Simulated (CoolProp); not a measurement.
Vapour-liquid equilibrium of carbon dioxide (1) + CHF3 (R23) (2) at -2.15 °C; x and y are mole fractions of (1).

The numbers come from the multi-fluid Helmholtz-energy mixture model, Span 1996 and Penoncello 2003; pair parameters Bell 2016 in CoolProp.

```csv
x,bubble pressure (bar),y at the bubble point,dew pressure at overall composition x (bar),liquid density (mol/L)
0.05,24.13,0.064,23.99,15.23
0.2,25.92,0.244,[?],15.89
0.35,[?],0.406,27.03,16.64
0.5,29.20,0.554,28.63,17.49
0.65,30.59,0.691,30.18,[?]
0.8,[?],0.823,[?],19.58
0.95,32.67,0.955,[?],20.88
```

Problem. Complete the blanks.

Solution. 
- 0.2, dew pressure at overall composition x (bar): 25.47
- 0.35, bubble pressure (bar): 27.63
- 0.65, liquid density (mol/L): 18.46
- 0.8, bubble pressure (bar): 31.76
- 0.8, dew pressure at overall composition x (bar): 31.57
- 0.95, dew pressure at overall composition x (bar): 32.64

No azeotrope shows between x = 0.05 and 0.95.

Pair parameters are fitted to limited data, so mixtures are less certain than the pure fluids.
